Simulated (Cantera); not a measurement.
What does this Cantera script print?

```python
import numpy as np
import cantera as ct

gas_names = [...]  # 109 gases of nasa_gas.yaml made of C, Cl, H, Si
cond_names = """
    C(gr) C6H6(L) C7H8(L) C8H18(L),n-octa Si(cr) Si(L) SiC(b)
""".split()


# ... load() reads the species with a 1 bar reference pressure and builds the phases ...
atoms = {
    'CH3SiCl3': {'C': 1, 'H': 3, 'Si': 1, 'CL': 3},
    'C2H4': {'C': 2, 'H': 4},
    'H2': {'H': 2},
}
top_T = {'C(gr)': 4500, 'SiC(b)': 3050}  # K; cautious upper limits of use, not melting points


# ... equilibrate(T, P, feed) seeds the gas with the atoms and calls Mixture.equilibrate('TP', solver="vcs", rtol=1e-11, max_steps=5000) ...
results = []
T = 1825  # K
P = 10000  # Pa
for m in [23, 38, 60, 97, 160, 250, 410, 650, 1100]:
    feed = {'CH3SiCl3': 1, 'C2H4': 0.006, 'H2': m}  # mol
    mix = equilibrate(T, P, feed)
    results.append((T, P, feed, dict(zip(mix.species_names, mix.species_moles))))
    x = sorted(zip(gas.X, gas.species_names), reverse=True)
    print(f"T = {T:g} K  P = {P:g} Pa  n(H2) = {m:g} mol  gas = {mix.phase_moles(0):.4g} mol")
    print("   x: " + "  ".join(f"{s} {v:.3e}" for v, s in x if v > 1e-05))
    print("   condensed (mol): " + ("  ".join(f"{mix.phase(i).name} {mix.phase_moles(i):.4g}"
          for i in range(1, mix.n_phases) if mix.phase_moles(i) > 1e-12) or "none"))
```

Result:

```
T = 1825 K  P = 10000 Pa  n(H2) = 23 mol  gas = 26.03 mol
   x: H2 8.844e-01  HCL 1.127e-01  H 1.310e-03  SiCL2 1.158e-03  C2H2,acetylene 1.899e-04  CL 1.273e-04  CH4 5.545e-05  SiCL3 1.988e-05
   condensed (mol): C(gr) 0.03146  SiC(b) 0.9691
T = 1825 K  P = 10000 Pa  n(H2) = 38 mol  gas = 41.04 mol
   x: H2 9.258e-01  HCL 7.210e-02  H 1.340e-03  SiCL2 4.523e-04  C2H2,acetylene 1.988e-04  CL 7.959e-05  CH4 6.075e-05
   condensed (mol): C(gr) 0.01205  SiC(b) 0.981
T = 1825 K  P = 10000 Pa  n(H2) = 60 mol  gas = 63.05 mol
   x: H2 9.510e-01  HCL 4.711e-02  H 1.358e-03  SiCL2 2.057e-04  C2H2,acetylene 1.705e-04  CH4 5.858e-05  CL 5.131e-05
   condensed (mol): SiC(b) 0.9866
T = 1825 K  P = 10000 Pa  n(H2) = 97 mol  gas = 100.1 mol
   x: H2 9.686e-01  HCL 2.972e-02  H 1.371e-03  SiCL2 1.092e-04  C2H2,acetylene 9.417e-05  CH4 4.475e-05  CL 3.208e-05
   condensed (mol): SiC(b) 0.9885
T = 1825 K  P = 10000 Pa  n(H2) = 160 mol  gas = 163.1 mol
   x: H2 9.802e-01  HCL 1.826e-02  H 1.379e-03  SiCL2 5.583e-05  C2H2,acetylene 5.069e-05  CH4 3.342e-05  CL 1.959e-05
   condensed (mol): SiC(b) 0.9898
T = 1825 K  P = 10000 Pa  n(H2) = 250 mol  gas = 253.2 mol
   x: H2 9.867e-01  HCL 1.177e-02  H 1.383e-03  SiCL2 3.032e-05  C2H2,acetylene 2.953e-05  CH4 2.577e-05  CL 1.259e-05
   condensed (mol): SiC(b) 0.9903
T = 1825 K  P = 10000 Pa  n(H2) = 410 mol  gas = 413.3 mol
   x: H2 9.913e-01  HCL 7.220e-03  H 1.387e-03  CH4 1.964e-05  C2H2,acetylene 1.692e-05  SiCL2 1.503e-05
   condensed (mol): SiC(b) 0.9896
T = 1825 K  P = 10000 Pa  n(H2) = 650 mol  gas = 653.5 mol
   x: H2 9.940e-01  HCL 4.570e-03  H 1.388e-03  CH4 1.581e-05  C2H2,acetylene 1.087e-05
   condensed (mol): SiC(b) 0.9871
T = 1825 K  P = 10000 Pa  n(H2) = 1100 mol  gas = 1104 mol
   x: H2 9.959e-01  HCL 2.708e-03  H 1.390e-03  CH4 1.314e-05
   condensed (mol): SiC(b) 0.9805
```

Cantera equilibrium calculation (NASA polynomials, part measured and part estimated; ideal gas, pure solids and liquids). The feed counts by its element totals alone. The tables' values for SiCl3 are old estimates; treat these amounts as uncertain.
